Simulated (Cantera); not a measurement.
A closed system holds: 1 mol SiC, 0.011 mol O₂, 57 mol H₂, 0.047 mol N₂O, equilibrated at 1698 K and 0.440 Pa.

Equilibrium computed with Cantera from the NASA thermochemical tables; the gas is ideal and each condensed phase is pure. Candidate condensed phases: C, C₆H₆, C₇H₈, C₈H₁₈, H₂O, Si, SiC, SiO₂, Si₂N₂O, Si₃N₄; 151 gas species. Equilibrium is a limit: real reactors are often held back by kinetics, nucleation or transport.

Q: What is the equilibrium state?

A: 
| Quantity | Value |
|---|---|
| x(H₂) | 0.929 |
| x(H) | 0.0665 |
| x(Si) | 0.00219 |
| x(CO) | 0.00116 |
| x(N₂) | 0.000745 |
| x(HCN) | 9.53e-5 |
| x(C₂H₂ (acetylene)) | 6.70e-5 |
| x(SiC₂) | 1.70e-5 |
| x(Si₂C) | 1.31e-5 |
| n(C(graphite)) | 0.0478 mol |
| n(SiC(s)) | 0.867 mol |
| gas amount | 59.22 mol |
| log10 activity of Si(l) (absent) | -1.83 |
